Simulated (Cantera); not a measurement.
Charge: 1 mol AlN, a varied amount of Cl2, 0.41 mol N2, equilibrated at 1.00 Torr.

Points: T (K) = 875, 925, 975, 1025, 1075, 1125, 1175, 1225, 1275, 1325, 1375, 1425, 1475, 1525; n(Cl2) (mol) = 0.69, 1.3, 2.4, 4.5, 8.5, 16, 30.

Cantera's Mixture.equilibrate('TP', solver="vcs", rtol=1e-11, max_steps=5000) on the NASA tables stopped like this:

```
ERROR: FAILURE its = 5001!

*******************************************************************************
CanteraError thrown by MultiPhase::equilibrate:
VCS solver failed. Return code: -1
*******************************************************************************
```

What got this run through?

This is not unique; one that fits is The failure is numerical, not chemical. The same input converged with solver="gibbs", rtol=1e-10, max_steps=50000, and the result passed a check of the equilibrium conditions:
```
    875       0.69  ALN(s)
    875        1.3  ALN(s)
    875        2.4  gas only
    875        4.5  gas only
    875        8.5  gas only
    875         16  gas only
    875         30  gas only
    925       0.69  ALN(s)
    925        1.3  ALN(s)
    925        2.4  gas only
    925        4.5  gas only
    925        8.5  gas only
    925         16  gas only
    925         30  gas only
    975       0.69  ALN(s)
    975        1.3  ALN(s)
    975        2.4  gas only
    975        4.5  gas only
    975        8.5  gas only
    975         16  gas only
    975         30  gas only
   1025       0.69  ALN(s)
   1025        1.3  ALN(s)
   1025        2.4  gas only
   1025        4.5  gas only
   1025        8.5  gas only
   1025         16  gas only
   1025         30  gas only
   1075       0.69  ALN(s)
   1075        1.3  ALN(s)
   1075        2.4  gas only
   1075        4.5  gas only
   1075        8.5  gas only
   1075         16  gas only
   1075         30  gas only
   1125       0.69  ALN(s)
   1125        1.3  ALN(s)
   1125        2.4  gas only
   1125        4.5  gas only
   1125        8.5  gas only
   1125         16  gas only
   1125         30  gas only
   1175       0.69  ALN(s)
   1175        1.3  ALN(s)
   1175        2.4  gas only
   1175        4.5  gas only
   1175        8.5  gas only
   1175         16  gas only
   1175         30  gas only
   1225       0.69  ALN(s)
   1225        1.3  ALN(s)
   1225        2.4  gas only
   1225        4.5  gas only
   1225        8.5  gas only
   1225         16  gas only
   1225         30  gas only
   1275       0.69  ALN(s)
   1275        1.3  ALN(s)
   1275        2.4  gas only
   1275        4.5  gas only
   1275        8.5  gas only
   1275         16  gas only
   1275         30  gas only
   1325       0.69  ALN(s)
   1325        1.3  ALN(s)
   1325        2.4  gas only
   1325        4.5  gas only
   1325        8.5  gas only
   1325         16  gas only
   1325         30  gas only
   1375       0.69  ALN(s)
   1375        1.3  ALN(s)
   1375        2.4  gas only
   1375        4.5  gas only
   1375        8.5  gas only
   1375         16  gas only
   1375         30  gas only
   1425       0.69  ALN(s)
   1425        1.3  ALN(s)
   1425        2.4  gas only
   1425        4.5  gas only
   1425        8.5  gas only
   1425         16  gas only
   1425         30  gas only
   1475       0.69  ALN(s)
   1475        1.3  gas only
   1475        2.4  gas only
   1475        4.5  gas only
   1475        8.5  gas only
   1475         16  gas only
   1475         30  gas only
   1525       0.69  ALN(s)
   1525        1.3  gas only
   1525        2.4  gas only
   1525        4.5  gas only
   1525        8.5  gas only
   1525         16  gas only
   1525         30  gas only
```

The gas is ideal and each condensed phase is pure. The tables' values for AlCl2 are old estimates.
